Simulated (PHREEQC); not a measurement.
KOH is added in steps, without added water, to 1 kg of water holding 0.0062 mol MnSO4, 0.00018 mol HCl and 8.7e-05 mol NaCl, at 25 °C. The system is closed to oxygen. No CO2 enters from the air. Only these solids could form: Pyrochroite, Halite, Mirabilite.

Base run: PHREEQC, ion-association model, wateq4f.dat. Each further column changes one thing. The table gives MnSO4 (mol/kgw).

```csv
KOH added (mol),base,NaCl from 8.7e-05 to 0.000174 mol/kgw,MnSO4 from 0.0062 to 0.00124 mol/kgw,no solid may form
0,0.00141,0.00141,0.000123,0.00141
0.002188,0.00122,0.00122,2.71e-5,0.00108
0.003938,0.00104,0.00104,1.81e-8,0.000804
0.006125,0.000801,0.000800,2.38e-9,0.000526
0.007875,0.000599,0.000598,1.03e-9,0.000379
0.01006,0.000331,0.000330,4.97e-10,0.000265
0.01181,0.000106,0.000106,3.19e-10,0.000207
0.014,6.35e-8,6.34e-8,2.04e-10,0.000157
```

 In at least one series the solution becomes supersaturated in solids that the run did not let form, among them Pyrochroite.
